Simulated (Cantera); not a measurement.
## Ignition delay

Mixture: 7.84 % CH₄, 19.4 % O₂, 72.8 % N₂, equivalence ratio 0.81, at 11.0 bar, adiabatic and at constant pressure. Ignition delay is the time to a rise of 400 K.

Model: GRI-Mech 3.0 (53 species, 325 reactions), integrated in Cantera.

```json
[
 {"T0 (K)": "1125", "delay (ms)": "10.2"},
 {"T0 (K)": "1225", "delay (ms)": "2.86"},
 {"T0 (K)": "1325", "delay (ms)": "0.917"},
 {"T0 (K)": "1425", "delay (ms)": "0.325"},
 {"T0 (K)": "1525", "delay (ms)": "0.126"},
 {"T0 (K)": "1625", "delay (ms)": "0.0531"}
]
```

apparent activation energy between 1425 and 1625 K: 170 kJ/mol
